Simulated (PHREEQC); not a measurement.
PHREEQC input (ion-association model, phreeqc.dat):

```
SOLUTION 0
  temp 25
  units mmol/kgw
  pH 7 charge
  Cl 1.41
  Mn(2) 0.7
  Br 11
  K 11
SOLUTION 1-30
  temp 25
  units mmol/kgw
  pH 7 charge
  Cl 1.21
  Na 1.2
END
EXCHANGE 1-30
  X 0.008
  -equilibrate 1
END
SELECTED_OUTPUT 1
  -reset false
  -pH true
  -pe true
  -ionic_strength true
  -water true
  -step true
  -totals Br Cl K Mn Na Mn(2) Mn(3)
  -molalities KX MnX2 NaX
  -saturation_indices Pyrochroite Halite Sylvite
PRINT
  -reset false
TRANSPORT
  -cells 30
  -shifts 120
  -lengths 0.0333333
  -time_step 720
  -dispersivities 0.035
  -boundary_conditions flux flux
  -correct_disp true
  -punch_cells 30
  -punch_frequency 4
END
```

Selected output (columns that matter, 11 of 31 rows; pore volumes added in front):

```
pore volumes	pH	mu	Br	Cl	K	Mn	Na	m_KX	m_MnX2	m_NaX	si_Pyrochroite	si_Halite	si_Sylvite
0	5.016	0.00121	0	0.00121	0	0	0.0012	0	0	0.008	-1000	-7.4419	-1000
0.4167	5.0161	0.0012145	4.3831e-06	0.0012101	0	0	0.0012045	0	0	0.008	-1000	-7.4403	-1000
0.8167	5.0275	0.0041511	0.0028886	0.0012625	2.0987e-14	0	0.0041411	2.032e-13	0	0.008	-1000	-6.912	-17.538
1.2167	5.0397	0.010273	0.0089013	0.0013718	5.9483e-06	4.3772e-24	0.010257	2.3184e-05	5.4582e-22	0.0079768	-28.654	-6.5123	-9.0804
1.6167	5.0423	0.012132	0.010727	0.001405	0.0065988	2.3381e-09	0.0055231	0.0068552	2.0712e-08	0.0011448	-13.933	-6.7775	-6.032
2.0167	5.0427	0.012392	0.010975	0.0014095	0.011755	7.8886e-06	0.00060349	0.0078615	2.8963e-05	8.0531e-05	-10.406	-7.7386	-5.7808
2.4167	5.0428	0.012511	0.010998	0.00141	0.012132	0.00010332	5.9792e-05	0.0073672	0.00031277	7.2449e-06	-9.2892	-8.743	-5.7675
2.8167	5.0431	0.012743	0.011	0.00141	0.011724	0.00033531	5.5201e-06	0.0063728	0.0008133	5.987e-07	-8.7787	-9.7787	-5.7834
3.2167	5.0433	0.01294	0.011	0.00141	0.011331	0.00053415	4.8879e-07	0.0057454	0.0011273	4.945e-08	-8.5772	-10.832	-5.7991
3.6167	5.0434	0.013039	0.011	0.00141	0.011133	0.00063365	4.2573e-08	0.0054796	0.0012602	4.1811e-09	-8.5034	-11.893	-5.8072
4.0167	5.0435	0.01308	0.011	0.00141	0.011051	0.0006747	3.682e-09	0.0053772	0.0013114	3.5749e-10	-8.4763	-12.956	-5.8106
```

Species that the database lacks are ignored.
